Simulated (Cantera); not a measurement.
## Thermodynamics of silicon oxide and oxynitride deposition, feed TEOS + O3

Charge: 1 mol TEOS, 0.62 mol O3, equilibrated at 0.00170 bar.

These are equilibrium values from Cantera (NASA tables, ideal gas, pure condensed phases), not measurements of a reactor. Candidate condensed phases: C, C6H6, C7H8, C8H18, H2O, Si, SiC, SiO2; 123 gas species. The feed counts by its element totals alone. The tables hold silica as quartz up to 1696 K and as liquid above; real silica turns to tridymite and cristobalite and melts near 1996 K. The numbers say what is thermodynamically allowed, not how fast it happens.

```csv
T (°C),x H2,x CO,x CO2,x H2O,x H,x SiO,x CH4,x C2H2 (acetylene),n C(graphite),n SiO2(α-quartz),n SiO2(β-quartz),n SiC(s)
502,0.731,0.233,0.0211,0.0131,2.06e-11,<1e-12,0.00186,<1e-12,4.57,1.00,0,0
602,0.722,0.275,0.00138,0.00138,1.03e-9,<1e-12,0.000386,1.71e-11,4.17,0,1.00,0
702,0.721,0.278,0.000126,0.000205,2.36e-8,<1e-12,0.000111,4.11e-10,4.14,0,1.00,0
802,0.721,0.278,1.79e-5,4.32e-5,3.02e-7,5.09e-10,3.99e-5,5.43e-9,4.14,0,1.00,0
902,0.721,0.278,3.57e-6,1.18e-5,2.53e-6,3.47e-7,1.69e-5,4.60e-8,4.14,0,1.000,0
1002,0.721,0.279,9.25e-7,3.98e-6,1.52e-5,8.33e-5,8.20e-6,2.77e-7,4.14,0,0.999,0
1102,0.630,0.369,5.15e-7,1.82e-6,6.60e-5,0.000408,3.36e-6,1.12e-6,1.15,0,0,0.994
1202,0.630,0.369,1.92e-7,8.15e-7,0.000250,0.000650,1.96e-6,4.20e-6,1.16,0,0,0.990
1302,0.630,0.368,8.16e-8,4.05e-7,0.000800,0.000973,1.23e-6,1.33e-5,1.17,0,0,0.985
1402,0.629,0.368,3.85e-8,2.18e-7,0.00223,0.00139,8.09e-7,3.65e-5,1.18,0,0,0.978
1502,0.626,0.367,1.98e-8,1.26e-7,0.00555,0.00189,5.58e-7,8.91e-5,1.20,0,0,0.969
```
x: gas mole fraction; n: condensed amount in mol.

At 502 °C the condensed part is C(graphite) + SiO2(α-quartz). From 602 °C to 1002 °C the condensed part is C(graphite) + SiO2(β-quartz). From 1102 °C to 1502 °C the condensed part is C(graphite) + SiC(s).
